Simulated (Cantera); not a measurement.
## Premixed flame

A freely propagating, adiabatic, planar premixed flame of 48.8 % H₂, 12.2 % O₂, 39.0 % N₂, equivalence ratio 2.0, unburnt at 475 K and 4050 Torr; mixture-averaged transport, grid criteria slope 0.08 and curve 0.16, no radiation.

Cantera simulation using the H2/O2 subset of GRI-Mech 3.0, which has no nitrogen chemistry; the numbers are that mechanism's predictions, not measurements. The hydrogen kinetics of GRI-Mech 3.0 are dated; newer H2 mechanisms differ, most at raised pressure. Burning velocities carry a grid error of a few per cent, more on coarse grids.

| z (mm) | T (K) | u (m/s) | x H₂ | x O₂ | x OH | x H₂O₂ | x H₂O | x O |
|---|---|---|---|---|---|---|---|---|
| -0.138 | 475 | 6.96 | 0.488 | 0.122 | <1e-8 | <1e-8 | <1e-8 | <1e-8 |
| -0.0918 | 475 | 6.96 | 0.488 | 0.122 | <1e-8 | <1e-8 | 1.08e-8 | <1e-8 |
| -0.0689 | 475 | 6.96 | 0.488 | 0.122 | <1e-8 | <1e-8 | 1.29e-7 | <1e-8 |
| -0.0459 | 476 | 6.97 | 0.487 | 0.122 | <1e-8 | 2.84e-8 | 4.13e-6 | 3.31e-8 |
| -0.0230 | 531 | 7.65 | 0.477 | 0.123 | 4.46e-5 | 1.86e-5 | 0.00172 | 8.51e-6 |
| -0.0115 | 850 | 11.8 | 0.438 | 0.116 | 0.00105 | 8.36e-5 | 0.0289 | 0.000246 |
| 0 | 1292 | 17.4 | 0.368 | 0.0854 | 0.00199 | 2.81e-5 | 0.0990 | 0.00159 |
| 0.0115 | 1608 | 21.5 | 0.298 | 0.0422 | 0.00374 | 4.01e-6 | 0.182 | 0.00255 |
| 0.0230 | 1776 | 23.6 | 0.261 | 0.0161 | 0.00465 | 1.93e-6 | 0.232 | 0.00190 |
| 0.0459 | 1921 | 25.4 | 0.246 | 0.00230 | 0.00500 | 8.56e-7 | 0.260 | 0.000948 |
| 0.0918 | 2036 | 26.7 | 0.252 | 0.000327 | 0.00459 | 4.18e-7 | 0.267 | 0.000545 |
| 0.184 | 2136 | 27.8 | 0.259 | 0.000131 | 0.00364 | 2.15e-7 | 0.270 | 0.000277 |
| 0.367 | 2211 | 28.7 | 0.265 | 5.49e-5 | 0.00254 | 1.05e-7 | 0.273 | 0.000116 |
x: mole fraction of selected species; z is measured from the peak of heat release.

```json
{
  "laminar_burning_velocity": "696 cm/s",
  "thermal_thickness": "0.0459 mm",
  "peak x(OH)": "0.00500",
  "peak x(H₂O₂)": "8.38e-5",
  "peak x(O)": "0.00255",
  "grid_points": "110"
}
```
